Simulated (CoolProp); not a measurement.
Model: reference Helmholtz-energy equation of state, de Vries 1995, in CoolProp.

For R124, give the phase and the isothermal compressibility (1/MPa), viscosity (µPa s) at 270.1 K and 4170 kPa.


- 270.1 K and 4170 kPa: liquid; isothermal compressibility 0.00224, viscosity 375

Viscosity comes from a separate model (Bell 2016), an estimate that may be off by 10 % or more.
